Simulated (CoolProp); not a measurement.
R125 along the isotherm 184.3 K: Z from the reference equation and from simpler models built on Tc = 339.2 K, pc = 3618 kPa, ω = 0.305; each cubic takes its own stable root.

Model: reference Helmholtz-energy equation of state, Lemmon 2005, in CoolProp.

| p (kPa) | phase | reference |
|---|---|---|
| 2260 | liquid | 0.1068 |
| 4520 | liquid | 0.2131 |
| 6780 | liquid | 0.3188 |
| 9050 | liquid | 0.4245 |
| 11300 | liquid | 0.5288 |
| 13600 | liquid | 0.6349 |

How far does each simpler model (van der Waals, Peng-Robinson) lie from the reference over these 6 states: mean and median of the absolute difference, and the worst?


- van der Waals: mean 64.1 %, median 64.0 %, worst +66.7 % at 184.3 K and 2260 kPa
- Peng-Robinson: mean 2.4 %, median 2.4 %, worst -2.4 % at 184.3 K and 11300 kPa
